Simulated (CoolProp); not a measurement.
Vapour-liquid equilibrium of cyclopropane (1) + R134a (2) at 10.6 bar; x and y are mole fractions of (1).

Model: multi-fluid Helmholtz-energy mixture model, Polt 1992 and Tillner-Roth 1994; pair parameters Bell 2016, in CoolProp. This equation is an older, rougher fit; its heat capacities, sound speeds and derivatives of the liquid may be far off and weren't checked against measurements.

| x | bubble temperature, mixture model (°C) | bubble temperature, Raoult's law (°C) | y, mixture model | y, Raoult's law |
|---|---|---|---|---|
| 0.05 | 38.8 | 41.5 | 0.101 | 0.052 |
| 0.15 | 34.6 | 41.3 | 0.255 | 0.156 |
| 0.25 | 32.0 | 41.2 | 0.362 | 0.258 |
| 0.35 | 30.5 | 41.0 | 0.439 | 0.360 |
| 0.45 | 29.7 | 40.8 | 0.499 | 0.461 |
| 0.55 | 29.4 | 40.6 | 0.551 | 0.561 |
| 0.65 | 29.7 | 40.5 | 0.602 | 0.660 |
| 0.75 | 30.5 | 40.3 | 0.664 | 0.758 |
| 0.85 | 32.5 | 40.1 | 0.750 | 0.856 |
| 0.95 | 36.5 | 39.9 | 0.891 | 0.952 |

The largest gap from Raoult's law is -11.2 K in bubble temperature, at x = 0.55. y crosses x between x = 0.55 and 0.65: the model has an azeotrope there.

The pair parameters rest on a limited set of measurements; away from them the model extrapolates.
